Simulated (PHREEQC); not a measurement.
Polishing slurry liquid: speciation

A solution holds 0.882 mmol/kgw K2CO3, 0.4 mmol/kgw Fe(NO3)3 and 2.3 mmol/kgw H3BO3, at 72 °C. Closed to the air; pH follows from the charge balance.

Model: ion-association model, phreeqc.dat, run in PHREEQC.

* **pH**: 6.69
* **ionic strength**: 0.00185 mol/kgw
* **total alkalinity**: 0.964 meq/kg

| species | molality | activity | log γ |
|---|---|---|---|
| H3BO3 | 0.00229 | 0.00229 | 0.000 |
| K+ | 0.00176 | 0.00167 | -0.023 |
| NO3- | 0.00120 | 0.00114 | -0.023 |
| HCO3- | 0.000629 | 0.000597 | -0.022 |
| Fe(OH)3 | 0.000305 | 0.000305 | 0.000 |
| CO2 | 0.000253 | 0.000253 | 0.000 |
| Fe(OH)2+ | 8.75e-5 | 8.31e-5 | -0.022 |
| H2BO3- | 1.41e-5 | 1.34e-5 | -0.023 |
| Fe(OH)4- | 7.29e-6 | 6.92e-6 | -0.022 |
| OH- | 9.12e-7 | 8.65e-7 | -0.023 |
| CO3-2 | 2.67e-7 | 2.17e-7 | -0.090 |
| H+ | 2.16e-7 | 2.06e-7 | -0.021 |
| FeOH+2 | 1.36e-8 | 1.11e-8 | -0.090 |
| (CO2)2 | 3.85e-9 | 3.85e-9 | 0.000 |

Precipitation was switched off in this run. Saturation is exceeded, for instance for Hematite (slow to form), Goethite (slow to form); the values hold only as long as no solid forms. Constants without temperature data keep their 25 °C values here.
